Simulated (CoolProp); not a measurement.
Saturation properties of ethanol (Tc = 514.7 K, pc = 6.268 MPa, ω = 0.644).

Values from CoolProp's reference Helmholtz-energy equation of state, Schroeder 2014.

| T (K) | p (MPa) | liquid density (kg/m³) | liquid cp (kJ/(kg K)) | vapour Z | surface tension (mN/m) | liquid conductivity (mW/(m K)) |
|---|---|---|---|---|---|---|
| 404.7 | 0.5992 | 675.9 | 3.580 | 0.8972 | 11.4 | 146 |
| 411.9 | 0.7314 | 666.0 | 3.679 | 0.8832 | 10.7 | 145 |
| 419.1 | 0.8855 | 655.6 | 3.777 | 0.8682 | 10.0 | 143 |
| 426.2 | 1.061 | 644.7 | 3.874 | 0.8521 | 9.29 | 142 |
| 433.4 | 1.265 | 633.0 | 3.971 | 0.8344 | 8.56 | 141 |
| 440.5 | 1.495 | 620.9 | 4.067 | 0.8157 | 7.84 | 140 |
| 447.7 | 1.759 | 607.9 | 4.167 | 0.7952 | 7.11 | 139 |
| 454.9 | 2.056 | 594.2 | 4.276 | 0.7730 | 6.37 | 138 |
| 462 | 2.386 | 579.8 | 4.404 | 0.7492 | 5.64 | 136 |
| 469.2 | 2.758 | 564.2 | 4.570 | 0.7227 | 4.89 | 135 |

It boils at 351.6 K under 1 atm.

Thermal conductivity comes from a separate model (Assael 2013). Surface tension comes from a separate correlation (Mulero 2012).
